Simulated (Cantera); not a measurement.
Input (Python, Cantera):

```python
import numpy as np
import cantera as ct

gas = ct.Solution("gri30.yaml")
gas.TPX = 1025, 500000, {'CH3OH': 1, 'O2': 1.76, 'N2': 6.64}
reactor = ct.IdealGasReactor(gas, energy="on", clone=False)
net = ct.ReactorNet([reactor])
net.rtol, net.atol = 1e-08, 1e-16
show = ['CH3OH', 'O2', 'C2H', 'N2O', 'C2H6', 'H2O']
times = np.geomspace(1e-05, 5, 13)

steps = ct.SolutionArray(gas, extra=["t"])
rows = []
print(f"{'t/s':>10s}{'T/K':>9s}{'P/Pa':>11s}" + "".join(f"{s:>11s}" for s in show))
for t in times:
    while net.time < t:
        t_next = net.step()
        steps.append(gas.state, t=t_next)
    rows.append([np.interp(t, steps.t, y) for y in (steps.T, steps.P, *steps(*show).X.T)])
    print(f"{t:10.3e}{rows[-1][0]:9.1f}{rows[-1][1]:11.4g}" + "".join(f"{x:11.3e}" for x in rows[-1][2:]))
rate = np.gradient(steps.T, steps.t)
print("integrator steps:", len(steps.t))
if steps.T.max() > steps.T[0] + 200:
    print(f"time of steepest temperature rise: {steps.t[rate.argmax()]:.4e} s")
gas.TPX = 1025, 500000, {'CH3OH': 1, 'O2': 1.76, 'N2': 6.64}
gas.equilibrate("UV")
print(f"equilibrium (UV): T = {gas.T:.1f} K  " + "  ".join(f"{s} {gas[s].X[0]:.3e}" for s in show))
```

Output:

```
       t/s      T/K       P/Pa      CH3OH         O2        C2H        N2O       C2H6        H2O
 1.000e-05   1025.0      5e+05  1.064e-01  1.872e-01  2.885e-37  6.583e-18  2.382e-17  3.860e-10
 2.985e-05   1025.0      5e+05  1.064e-01  1.872e-01  8.685e-37  3.993e-17  2.992e-16  1.158e-09
 8.909e-05   1025.0      5e+05  1.064e-01  1.872e-01  2.601e-36  3.163e-16  1.818e-15  3.467e-09
 2.659e-04   1025.0      5e+05  1.064e-01  1.872e-01  7.773e-36  2.762e-15  6.714e-15  1.036e-08
 7.937e-04   1025.0      5e+05  1.064e-01  1.872e-01  2.331e-35  2.452e-14  2.132e-14  3.097e-08
 2.369e-03   1025.0      5e+05  1.064e-01  1.872e-01  7.298e-35  2.186e-13  6.474e-14  9.320e-08
 7.071e-03   1025.0      5e+05  1.064e-01  1.872e-01  3.490e-34  1.920e-12  1.929e-13  3.093e-07
 2.111e-02   1025.0      5e+05  1.064e-01  1.872e-01  5.388e-33  1.678e-11  5.633e-13  1.972e-06
 6.300e-02   1025.6  5.003e+05  1.062e-01  1.871e-01  2.475e-30  2.529e-10  1.487e-12  1.421e-04
 1.880e-01   2789.2  1.459e+06  1.431e-15  2.786e-02  7.584e-20  2.346e-06  1.818e-28  1.846e-01
 5.612e-01   2789.2  1.459e+06  1.431e-15  2.786e-02  7.584e-20  2.346e-06  1.818e-28  1.846e-01
 1.675e+00   2789.2  1.459e+06  1.431e-15  2.786e-02  7.584e-20  2.346e-06  1.818e-28  1.846e-01
 5.000e+00   2789.2  1.459e+06  1.431e-15  2.786e-02  7.584e-20  2.346e-06  1.818e-28  1.846e-01
integrator steps: 2480
time of steepest temperature rise: 7.9961e-02 s
equilibrium (UV): T = 2789.2 K  CH3OH 1.494e-15  O2 2.786e-02  C2H 8.215e-20  N2O 2.346e-06  C2H6 2.740e-28  H2O 1.846e-01
```

Model: GRI-Mech 3.0 (53 species, 325 reactions), integrated in Cantera. GRI-Mech 3.0 was tuned for natural gas; its chemistry of methanol as a main component is partial and can be far from experiment.
